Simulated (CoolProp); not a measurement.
A single-stage vapour-compression cycle with hydrogen chloride: evaporating at 205.15 K (dew point), condensing at 268.15 K (bubble point), superheat 5 K, subcooling 2 K, compressor efficiency 0.65, no pressure losses. Each further row changes one setting.

Computed with CoolProp (reference Helmholtz-energy equation of state, Thol 2018).

| case | cooling COP | pressure ratio | discharge temperature (K) | refrigerating effect (kJ/kg) | volumetric capacity (kJ/m³) |
|---|---|---|---|---|---|
| as stated | 1.47 | 9.32 | 485.5 | 321 | 1710 |
| evaporating temperature 210.15 K | ? | ? | 457.1 | 323 | 2140 |
| condensing temperature 263.15 K | 1.65 | ? | 462.7 | 330 | 1760 |
| subcooling 7 K | 1.52 | 9.32 | 485.5 | 330 | 1760 |
| superheat 15 K | 1.43 | 9.32 | 511.0 | 330 | 1670 |
| compressor efficiency 0.55 | 1.25 | 9.32 | 532.7 | 321 | 1710 |

Q: Complete the blanks.

A: 
- evaporating temperature 210.15 K, cooling COP: 1.69
- evaporating temperature 210.15 K, pressure ratio: 7.41
- condensing temperature 263.15 K, pressure ratio: 8.12
